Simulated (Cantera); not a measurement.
A closed system holds: 1 mol Ta, 0.011 mol O₂, 25 mol H₂, held at 3.80 bar.

Method: chemical equilibrium by Gibbs-energy minimisation in Cantera with the NASA 1993 tables (ideal gas, pure condensed phases). Candidate condensed phases: H₂O, Ta, Ta₂O₅; 12 gas species. Mutual solubility and eutectic melting of coexisting phases are not modelled. Condensed phases not in the tables: N, O or C dissolved in the metal. Equilibrium is a limit: real reactors are often held back by kinetics, nucleation or transport.

log p: log10 of the partial pressure in bar; n: condensed amount in mol.

```csv
T (K),log p H₂,log p H,log p H₂O,log p TaO,n Ta(s),n Ta₂O₅(s)
1023,0.58,-8.09,-5.95,<-11,0.991,0.00440
1223,0.58,-6.23,-4.65,<-11,0.991,0.00437
1423,0.58,-4.89,-3.73,<-11,0.992,0.00416
1623,0.58,-3.87,-3.05,-10.21,0.994,0.00323
1823,0.58,…,-2.53,…,0.999,…
2023,0.58,…,-2.48,…,1.000,0
2223,0.58,-1.90,-2.48,-5.89,1.000,0
2423,0.58,-1.46,-2.48,-5.06,1.000,0
2623,0.57,-1.09,-2.49,-4.37,1.000,0
```

Problem. Complete the blanks.

Solution. 
- 2023, log p H: -2.43
- 2023, log p TaO: -6.89
- 1823, log p H: -3.07
- 1823, log p TaO: -8.16
- 1823, n Ta₂O₅(s): 0.000505
